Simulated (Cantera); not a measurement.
Input (Python, Cantera) and output of one run.

```python
import numpy as np
import cantera as ct

gas_names = """
    CL CL2 H HCL H2 N NH NH2 NH3 N2 N2H2 N2H4 Si SiCL SiCL2 SiCL3 SiCL4 SiH SiHCL3 SiH2 SiH2CL2 SiH3
    SiH3CL SiH4 SiN Si2 Si2N Si3
""".split()
cond_names = """
    NH4CL(a) NH4CL(b) Si(cr) Si(L) Si3N4(a)
""".split()


# ... load() reads the species with a 1 bar reference pressure and builds the phases ...
atoms = {
    'SiH2Cl2': {'Si': 1, 'H': 2, 'CL': 2},
    'Cl2': {'CL': 2},
    'N2': {'N': 2},
}
top_T = {'Si3N4(a)': 2400}  # K; cautious upper limits of use, not melting points


# ... equilibrate(T, P, feed) seeds the gas with the atoms and calls Mixture.equilibrate('TP', solver="vcs", rtol=1e-11, max_steps=5000) ...
results = []
feed = {'SiH2Cl2': 1, 'Cl2': 0.0097, 'N2': 3.1}  # mol
P = 940  # Pa
for T in [1023, 1073, 1123, 1173, 1223, 1273, 1323, 1373, 1423, 1473]:
    mix = equilibrate(T, P, feed)
    results.append((T, P, feed, dict(zip(mix.species_names, mix.species_moles))))
    x = sorted(zip(gas.X, gas.species_names), reverse=True)
    print(f"T = {T:g} K  P = {P:g} Pa  gas = {mix.phase_moles(0):.4g} mol")
    print("   x: " + "  ".join(f"{s} {v:.3e}" for v, s in x if v > 0.001))
    print("   condensed (mol): " + ("  ".join(f"{mix.phase(i).name} {mix.phase_moles(i):.4g}"
          for i in range(1, mix.n_phases) if mix.phase_moles(i) > 1e-12) or "none"))
```

Result:

```
T = 1023 K  P = 940 Pa  gas = 4.373 mol
   x: N2 5.887e-01  HCL 2.685e-01  H2 9.439e-02  SiCL4 4.814e-02
   condensed (mol): Si3N4(a) 0.2628
T = 1073 K  P = 940 Pa  gas = 4.375 mol
   x: N2 5.875e-01  HCL 2.740e-01  H2 9.146e-02  SiCL4 4.653e-02
   condensed (mol): Si3N4(a) 0.2648
T = 1123 K  P = 940 Pa  gas = 4.378 mol
   x: N2 5.864e-01  HCL 2.788e-01  H2 8.890e-02  SiCL4 4.493e-02
   condensed (mol): Si3N4(a) 0.2664
T = 1173 K  P = 940 Pa  gas = 4.381 mol
   x: N2 5.854e-01  HCL 2.828e-01  H2 8.670e-02  SiCL4 4.319e-02  SiCL3 1.246e-03
   condensed (mol): Si3N4(a) 0.2675
T = 1223 K  P = 940 Pa  gas = 4.388 mol
   x: N2 5.845e-01  HCL 2.856e-01  H2 8.492e-02  SiCL4 4.102e-02  SiCL3 2.397e-03  SiCL2 1.117e-03
   condensed (mol): Si3N4(a) 0.2677
T = 1273 K  P = 940 Pa  gas = 4.399 mol
   x: N2 5.837e-01  HCL 2.868e-01  H2 8.372e-02  SiCL4 3.795e-02  SiCL3 4.276e-03  SiCL2 3.158e-03
   condensed (mol): Si3N4(a) 0.2661
T = 1323 K  P = 940 Pa  gas = 4.422 mol
   x: N2 5.828e-01  HCL 2.850e-01  H2 8.342e-02  SiCL4 3.332e-02  SiCL2 7.999e-03  SiCL3 6.981e-03
   condensed (mol): Si3N4(a) 0.2614
T = 1373 K  P = 940 Pa  gas = 4.464 mol
   x: N2 5.819e-01  HCL 2.783e-01  H2 8.462e-02  SiCL4 2.656e-02  SiCL2 1.792e-02  SiCL3 1.015e-02
   condensed (mol): Si3N4(a) 0.2513
T = 1423 K  P = 940 Pa  gas = 4.53 mol
   x: N2 5.812e-01  HCL 2.646e-01  H2 8.824e-02  SiCL2 3.474e-02  SiCL4 1.812e-02  SiCL3 1.261e-02
   condensed (mol): Si3N4(a) 0.2338
T = 1473 K  P = 940 Pa  gas = 4.613 mol
   x: N2 5.813e-01  HCL 2.427e-01  H2 9.519e-02  SiCL2 5.726e-02  SiCL3 1.299e-02  SiCL4 1.008e-02
   condensed (mol): Si3N4(a) 0.2092
```

Cantera equilibrium calculation (NASA polynomials, part measured and part estimated; ideal gas, pure solids and liquids). N2 is the only nitrogen source here; it is nearly inert below about 1500 K, so the nitride shown seldom forms there in practice. The tables' values for SiCl3 are old estimates; treat these amounts as uncertain.
